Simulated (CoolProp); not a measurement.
Computed with CoolProp (reference Helmholtz-energy equation of state, Span 1996).

Task: For carbon dioxide, give the phase and the viscosity (µPa s), Prandtl number at 837.3 K and 11.1 bar; 566.4 K and 307 bar; 649.2 K and 8.79 bar.

Result: 
- 837.3 K and 11.1 bar: gas; viscosity 36.2, Prandtl number 0.723
- 566.4 K and 307 bar: supercritical; viscosity 34.2, Prandtl number 0.876
- 649.2 K and 8.79 bar: gas; viscosity 29.8, Prandtl number 0.731

Viscosity comes from a separate model (Laesecke 2017). Thermal conductivity comes from a separate model (Huber 2016).
